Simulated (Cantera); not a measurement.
Feed: 1 mol Si₂H₆, 2.6 mol HCl, 100 mol H₂, 0.67 mol Cl₂, held at 1.20 bar.

Method: chemical equilibrium by Gibbs-energy minimisation in Cantera with the NASA 1993 tables (ideal gas, pure condensed phases). Candidate condensed phases: Si; 19 gas species. The feed counts by its element totals alone. The tables' values for SiCl₃ are old estimates; treat these amounts as uncertain. Rates play no part. All values below are at 1077 °C.

Base state: H₂ 0.969, HCl 0.0264, SiCl₂ 0.00202, SiHCl₃ 0.000978, SiCl₄ 0.000465, SiCl₃ 0.000434, SiH₂Cl₂ 0.000300, SiH₃Cl 2.62e-5 (mole fractions); condensed: Si(s).

What changes in the equilibrium state with this change: H₂ from 100 to 8.8 mol?


```tsv
species	before	after
H₂	0.969	0.867
HCl	0.0264	0.0669
SiCl₄	0.000465	0.0240
SiHCl₃	0.000978	0.0178
SiCl₂	0.00202	0.0145
SiCl₃	0.000434	0.00835
SiH₂Cl₂	0.000300	0.00192
Si(s), mol	1.55	1.04
```

What changes in the equilibrium state with this change: pressure from 1.20 bar to 0.133 bar?


| species | before | after |
|---|---|---|
| H₂ | 0.969 | 0.967 |
| HCl | 0.0264 | 0.0302 |
| SiCl₂ | 0.00202 | 0.00265 |
| SiHCl₃ | 0.000978 | 0.000163 |
| SiH₃Cl | 2.62e-5 | 3.32e-6 |
| SiH₂Cl₂ | 0.000300 | 4.36e-5 |
| SiCl₄ | 0.000465 | 8.90e-5 |
| SiCl₃ | 0.000434 | 0.000218 |
| Si(s), mol | 1.55 | 1.66 |
